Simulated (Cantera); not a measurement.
A freely propagating, adiabatic, planar premixed flame of 3.10 % CH₄, 2.45 % C₂H₆, 18.7 % O₂, 70.5 % N₂, 5.28 % CO₂, equivalence ratio 0.79, unburnt at 523 K and 0.220 bar; mixture-averaged transport, grid criteria slope 0.08 and curve 0.16, no radiation.

Cantera simulation using GRI-Mech 3.0 (53 species, 325 reactions); the numbers are that mechanism's predictions, not measurements. Burning velocities carry a grid error of a few per cent, more on coarse grids.

x: mole fraction of selected species; z is measured from the peak of heat release.

```json
[
 {"z (mm)": "-4.81", "T (K)": "523", "u (m/s)": "0.863", "x CH₄": "0.0310", "x C₂H₆": "0.0245", "x O₂": "0.187", "x H": "<1e-8", "x CH₂CO": "<1e-8", "x HCO": "<1e-8"},
 {"z (mm)": "-3.21", "T (K)": "525", "u (m/s)": "0.866", "x CH₄": "0.0309", "x C₂H₆": "0.0245", "x O₂": "0.187", "x H": "<1e-8", "x CH₂CO": "3.05e-8", "x HCO": "<1e-8"},
 {"z (mm)": "-2.40", "T (K)": "529", "u (m/s)": "0.875", "x CH₄": "0.0307", "x C₂H₆": "0.0244", "x O₂": "0.186", "x H": "<1e-8", "x CH₂CO": "1.83e-7", "x HCO": "<1e-8"},
 {"z (mm)": "-1.60", "T (K)": "569", "u (m/s)": "0.944", "x CH₄": "0.0297", "x C₂H₆": "0.0239", "x O₂": "0.182", "x H": "…", "x CH₂CO": "3.06e-6", "x HCO": "<1e-8"},
 {"z (mm)": "-0.801", "T (K)": "847", "u (m/s)": "1.43", "x CH₄": "0.0232", "x C₂H₆": "0.0182", "x O₂": "0.158", "x H": "…", "x CH₂CO": "6.41e-5", "x HCO": "2.66e-7"},
 {"z (mm)": "-0.401", "T (K)": "1182", "u (m/s)": "2.02", "x CH₄": "0.0149", "x C₂H₆": "0.00873", "x O₂": "0.126", "x H": "…", "x CH₂CO": "0.000225", "x HCO": "7.81e-6"},
 {"z (mm)": "0", "T (K)": "1519", "u (m/s)": "2.62", "x CH₄": "0.00479", "x C₂H₆": "0.000724", "x O₂": "0.0871", "x H": "…", "x CH₂CO": "0.000299", "x HCO": "4.77e-5"},
 {"z (mm)": "0.401", "T (K)": "1648", "u (m/s)": "2.85", "x CH₄": "0.000503", "x C₂H₆": "3.27e-6", "x O₂": "0.0644", "x H": "…", "x CH₂CO": "5.71e-5", "x HCO": "1.34e-5"},
 {"z (mm)": "0.801", "T (K)": "1680", "u (m/s)": "2.89", "x CH₄": "2.87e-5", "x C₂H₆": "<1e-8", "x O₂": "0.0563", "x H": "0.00642", "x CH₂CO": "2.94e-6", "x HCO": "8.66e-7"},
 {"z (mm)": "1.60", "T (K)": "1715", "u (m/s)": "2.94", "x CH₄": "1.04e-7", "x C₂H₆": "<1e-8", "x O₂": "0.0515", "x H": "0.00691", "x CH₂CO": "<1e-8", "x HCO": "1.70e-8"},
 {"z (mm)": "3.21", "T (K)": "1761", "u (m/s)": "3.01", "x CH₄": "<1e-8", "x C₂H₆": "<1e-8", "x O₂": "0.0489", "x H": "…", "x CH₂CO": "<1e-8", "x HCO": "<1e-8"},
 {"z (mm)": "6.41", "T (K)": "1821", "u (m/s)": "3.10", "x CH₄": "<1e-8", "x C₂H₆": "<1e-8", "x O₂": "0.0469", "x H": "…", "x CH₂CO": "<1e-8", "x HCO": "<1e-8"},
 {"z (mm)": "12.8", "T (K)": "1888", "u (m/s)": "3.20", "x CH₄": "<1e-8", "x C₂H₆": "<1e-8", "x O₂": "0.0448", "x H": "…", "x CH₂CO": "<1e-8", "x HCO": "<1e-8"}
]
```

### Question
What belongs in the gaps?

### Answer

- -1.60, x H: 3.74e-7
- -0.801, x H: 4.38e-5
- -0.401, x H: 0.000423
- 0, x H: 0.00242
- 0.401, x H: 0.00503
- 3.21, x H: 0.00601
- 6.41, x H: 0.00420
- 12.8, x H: 0.00244
